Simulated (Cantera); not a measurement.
**Equilibrium for aluminium and copper etching: Cu + F₂ + N₂**

Feed: 1 mol Cu, 2.9 mol F₂, 30 mol N₂, equilibrated at 375 °C and 0.100 bar.

Cantera equilibrium calculation (NASA polynomials, part measured and part estimated; ideal gas, pure solids and liquids). Candidate condensed phases: Cu, CuF₂; 11 gas species. Rates play no part.

- x(N₂) = 0.958
- x(NF₃) = 0.0390
- x(F₂) = 0.00334
- x(F) = 8.57e-5
- n(CuF₂(s)) = 1.00 mol
- gas amount = 30.70 mol
- log10 activity of Cu(s) (absent) = -31.86
